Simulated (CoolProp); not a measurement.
A closed Brayton cycle with nitrogen: compressor inlet 332.15 K and 7.7 MPa, high pressure 18.5 MPa, turbine inlet 760 K, compressor efficiency 0.8, turbine efficiency 0.85, recuperator effectiveness 0.95 (on enthalpy, no pinch check). Each further row changes one setting.

Computed with CoolProp (reference Helmholtz-energy equation of state, Span 2000).

```json
[
 {"case": "as stated", "thermal efficiency (%)": "16.9", "net work (kJ/kg)": "28.8", "compressor to turbine work": "0.82", "compressor exit (K)": "451.4", "turbine exit (K)": "623.1"},
 {"case": "turbine inlet 710 K", "thermal efficiency (%)": "11.7", "net work (kJ/kg)": "18.4", "compressor to turbine work": "0.88", "compressor exit (K)": "451.4", "turbine exit (K)": "___"},
 {"case": "compressor inlet 342.15 K", "thermal efficiency (%)": "14.6", "net work (kJ/kg)": "___", "compressor to turbine work": "___", "compressor exit (K)": "465.0", "turbine exit (K)": "623.1"},
 {"case": "high pressure 15.7 MPa", "thermal efficiency (%)": "___", "net work (kJ/kg)": "28.9", "compressor to turbine work": "0.78", "compressor exit (K)": "426.7", "turbine exit (K)": "646.6"},
 {"case": "recuperator effectiveness 0.5", "thermal efficiency (%)": "11.3", "net work (kJ/kg)": "28.8", "compressor to turbine work": "0.82", "compressor exit (K)": "451.4", "turbine exit (K)": "623.1"}
]
```

Q: What belongs in the gaps?

A: 
- turbine inlet 710 K, turbine exit (K): 580.7
- compressor inlet 342.15 K, net work (kJ/kg): 24.7
- compressor inlet 342.15 K, compressor to turbine work: 0.84
- high pressure 15.7 MPa, thermal efficiency (%): 19.8
